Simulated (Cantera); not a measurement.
What does this Cantera script print?

```python
import numpy as np
import cantera as ct

gas_names = """
    F F2 N NF NF2 NF3 N2 Si SiF SiF2 SiF3 SiF4 SiN Si2 Si2N Si3
""".split()
cond_names = """
    Si(cr) Si(L) Si3N4(a)
""".split()


def load(file, names, dense=False):
    # The tables refer to 1 bar. Condensed volumes are neglected.
    table = {s.name: s for s in ct.Species.list_from_file(file)}
    out = []
    for n in names:
        d = dict(table[n].input_data)
        d["thermo"] = dict(d["thermo"], **{"reference-pressure": 1e5})
        if dense:
            d["equation-of-state"] = {"model": "constant-volume", "density": "1e6 g/cm^3"}
        out.append(ct.Species.from_dict(d))
    return out


gas = ct.Solution(thermo="ideal-gas", species=load("nasa_gas.yaml", gas_names))
cond = {s.name: ct.Solution(thermo="fixed-stoichiometry", species=[s], name=s.name)
        for s in load("nasa_condensed.yaml", cond_names, dense=True)}
atoms = {
    'Si': {'Si': 1},
    'NF3': {'N': 1, 'F': 3},
    'N2': {'N': 2},
}
top_T = {'Si3N4(a)': 2400}  # K; cautious upper limits of use, not melting points


def equilibrate(T, P, feed):
    n = {}
    for name, mol in feed.items():
        for a, k in atoms[name].items():
            n[a] = n.get(a, 0.0) + k * mol
    gas.TPX = T, P, n
    mass = sum(n.values()) * gas.mean_molecular_weight
    gas.equilibrate("TP")
    valid = [c for c in cond.values() if c.min_temp <= T <= top_T.get(c.name, c.max_temp)]
    mix = ct.Mixture([(gas, mass / gas.mean_molecular_weight)] + [(c, 0.0) for c in valid])
    mix.T, mix.P = T, P
    mix.equilibrate("TP", solver="vcs", rtol=1e-11, max_steps=5000)
    return mix


results = []
feed = {'Si': 1, 'NF3': 4.3, 'N2': 0.45}  # mol
P = 57000  # Pa
for T in [923, 973, 1023, 1073, 1123, 1173, 1223, 1273, 1323, 1373]:
    mix = equilibrate(T, P, feed)
    results.append((T, P, feed, dict(zip(mix.species_names, mix.species_moles))))

top = {s: max(r[3][s] / sum(r[3][g] for g in gas_names) for r in results) for s in gas_names}
cols = sorted((s for s in top if top[s] > 1e-05), key=lambda s: -top[s])[:9]
seen = [c for c in cond_names if any(r[3].get(c, 0) > 1e-12 for r in results)]
print("log10 of partial pressures in bar; condensed amounts in mol")
print(f"{'T/K':>10s}" + "".join(f"{s[:9]:>10s}" for s in cols + seen))
for T, P, feed, n in results:
    ng = sum(n[g] for g in gas_names)
    print(f"{T:10.4g}" + "".join(f"{np.log10(max(n[s] / ng * P / 1e5, 1e-99)):10.3f}" for s in cols)
          + "".join(f"{n.get(c, 0):10.4g}" for c in seen))
```

Output:

```
log10 of partial pressures in bar; condensed amounts in mol
       T/K         F        F2        N2      SiF4       NF3
       923    -1.683    -0.632    -0.773    -1.107    -1.160
       973    -1.425    -0.595    -0.764    -1.139    -1.477
      1023    -1.210    -0.597    -0.766    -1.162    -1.820
      1073    -1.029    -0.627    -0.775    -1.182    -2.175
      1123    -0.876    -0.680    -0.790    -1.201    -2.540
      1173    -0.749    -0.755    -0.809    -1.223    -2.916
      1223    -0.648    -0.854    -0.831    -1.245    -3.307
      1273    -0.570    -0.976    -0.852    -1.267    -3.713
      1323    -0.512    -1.118    -0.872    -1.286    -4.133
      1373    -0.471    -1.277    -0.888    -1.302    -4.560
```

These are equilibrium values from Cantera (NASA tables, ideal gas, pure condensed phases), not measurements of a reactor.
